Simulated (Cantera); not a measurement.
A Cantera script and what it prints.

```python
import numpy as np
import cantera as ct

gas_names = """
    CL CLO CL2 N NO NO2 NO3 N2 N2O O O2 O3 Si SiCL SiCL2 SiCL3 SiCL4 SiN SiO SiO2 Si2 Si2N Si3
""".split()
cond_names = """
    Si(cr) Si(L) SiO2(Lqz) SiO2(hqz) SiO2(L) Si2N2O(s) Si3N4(a)
""".split()


# ... load() reads the species with a 1 bar reference pressure and builds the phases ...
atoms = {
    'SiCl4': {'Si': 1, 'CL': 4},
    'O2': {'O': 2},
    'N2': {'N': 2},
}
top_T = {'Si2N2O(s)': 2100, 'Si3N4(a)': 2400}  # K; cautious upper limits of use, not melting points


# ... equilibrate(T, P, feed) seeds the gas with the atoms and calls Mixture.equilibrate('TP', solver="vcs", rtol=1e-11, max_steps=5000) ...
results = []
feed = {'SiCl4': 1, 'O2': 7.9, 'N2': 3.9}  # mol
P = 1000  # Pa
for T in [675, 775, 875, 975, 1075, 1175, 1275, 1375, 1475, 1575, 1675, 1775, 1875]:
    mix = equilibrate(T, P, feed)
    results.append((T, P, feed, dict(zip(mix.species_names, mix.species_moles))))

top = {s: max(r[3][s] / sum(r[3][g] for g in gas_names) for r in results) for s in gas_names}
cols = sorted((s for s in top if top[s] > 0.0001), key=lambda s: -top[s])[:9]
seen = [c for c in cond_names if any(r[3].get(c, 0) > 1e-12 for r in results)]
print("log10 of partial pressures in bar; condensed amounts in mol")
print(f"{'T/K':>10s}" + "".join(f"{s[:9]:>10s}" for s in cols + seen))
for T, P, feed, n in results:
    ng = sum(n[g] for g in gas_names)
    print(f"{T:10.4g}" + "".join(f"{np.log10(max(n[s] / ng * P / 1e5, 1e-99)):10.3f}" for s in cols)
          + "".join(f"{n.get(c, 0):10.4g}" for c in seen))
```

Output:

```
log10 of partial pressures in bar; condensed amounts in mol
       T/K        O2        N2        CL       CL2        NO         O       CLO SiO2(Lqz) SiO2(hqz)   SiO2(L)
       675    -2.268    -2.516    -7.923    -2.806    -8.805   -17.275    -9.709         1         0         0
       775    -2.268    -2.516    -6.692    -2.806    -7.892   -14.763    -8.696         1         0         0
       875    -2.268    -2.516    -5.740    -2.806    -7.188   -12.821    -7.913         0         1         0
       975    -2.269    -2.516    -4.981    -2.808    -6.629   -11.276    -7.291         0         1         0
      1075    -2.269    -2.517    -4.364    -2.813    -6.174   -10.017    -6.787         0         1         0
      1175    -2.271    -2.519    -3.856    -2.829    -5.798    -8.971    -6.375         0         1         0
      1275    -2.276    -2.524    -3.440    -2.869    -5.484    -8.090    -6.042         0         1         0
      1375    -2.286    -2.534    -3.109    -2.954    -5.221    -7.339    -5.786         0         1         0
      1475    -2.300    -2.548    -2.864    -3.113    -4.999    -6.692    -5.609         0         1         0
      1575    -2.314    -2.562    -2.708    -3.368    -4.808    -6.127    -5.514         0         1         0
      1675    -2.324    -2.573    -2.627    -3.706    -4.637    -5.629    -5.486         0         1         0
      1775    -2.330    -2.578    -2.593    -4.081    -4.482    -5.184    -5.497         0         0         1
      1875    -2.333    -2.582    -2.579    -4.451    -4.342    -4.785    -5.524         0         0    0.9999
```

Method: chemical equilibrium by Gibbs-energy minimisation in Cantera with the NASA 1993 tables (ideal gas, pure condensed phases). The tables hold silica as quartz up to 1696 K and as liquid above; real silica turns to tridymite and cristobalite and melts near 1996 K.
